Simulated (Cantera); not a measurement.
Input: 1 mol SiHCl3, 0.064 mol HCl, 130 mol H2, 0.0038 mol Cl2, equilibrated at 850 K and 40.0 mbar.

Cantera equilibrium calculation (NASA polynomials, part measured and part estimated; ideal gas, pure solids and liquids). The tables' values for SiCl3 are old estimates; treat these amounts as uncertain. The numbers say what is thermodynamically allowed, not how fast it happens.

```
species       before     after
----------  --------  --------
H2             0.992     1.000
HCl          0.00259  0.000470
SiHCl3       0.00220   1.31e-5
SiCl4        0.00347   3.73e-6
SiCl3        1.98e-5   1.18e-7
SiH2Cl2     0.000123   4.07e-6
Si(s), mol     0.235      3.00
```
Gas species are given as mole fractions.

Task: Which change was made?
A. temperature from 850 K to 1023.15 K
B. temperature from 850 K to 1548 K
C. SiHCl3 replaced by Si3H8
D. temperature from 850 K to 975 K

Result: C, SiHCl3 replaced by Si3H8. The feed counts by its element totals alone
